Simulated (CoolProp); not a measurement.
A Linde-Hampson liquefier for carbon monoxide: isothermal reversible compression at 230 K from 1 atm to 10 MPa, throttling to 1 atm, return gas leaving the recuperator 2 K below the feed. Each further row changes one setting.

The numbers come from the reference Helmholtz-energy equation of state, Lemmon 2006 in CoolProp. It is a short technical equation, of lower accuracy than the large ones.

| case | liquid yield per pass | compression work (kJ/kg of gas) |
|---|---|---|
| as stated | ? | 305 |
| high pressure 20 MPa | ? | ? |
| warm-end temperature 260 K | ? | ? |
| warm-end gap 7 K | ? | 305 |

### Question
Fill in the missing entries.

### Answer

- as stated, liquid yield per pass: 0.105
- high pressure 20 MPa, liquid yield per pass: 0.175
- high pressure 20 MPa, compression work (kJ/kg of gas): 348
- warm-end temperature 260 K, liquid yield per pass: 0.072
- warm-end temperature 260 K, compression work (kJ/kg of gas): 349
- warm-end gap 7 K, liquid yield per pass: 0.092
